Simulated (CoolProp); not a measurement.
20 sccm (0 °C, 1 atm) of nitrogen bubbles through liquid p-xylene at 329.8 K and leaves saturated at a total pressure of 0.103 MPa (ideal gas phase). Each further row changes one setting.

Model: reference Helmholtz-energy equation of state, Zhou 2012, in CoolProp.

| case | vapour pressure (kPa) | mole fraction of vapour | delivery (mg/min) | delivery (sccm) | change of delivery for a bath 1 K warmer (%) |
|---|---|---|---|---|---|
| as stated | 5.91 | 0.0574 | 5.77 | [?] | 4.9 |
| bath temperature 334.8 K | 7.38 | 0.0717 | 7.31 | 1.54 | [?] |
| total pressure 0.206 MPa | 5.91 | [?] | 2.80 | 0.591 | 4.7 |

Complete the blanks.


- as stated, delivery (sccm): 1.22
- bath temperature 334.8 K, change of delivery for a bath 1 K warmer (%): 4.8
- total pressure 0.206 MPa, mole fraction of vapour: 0.0287
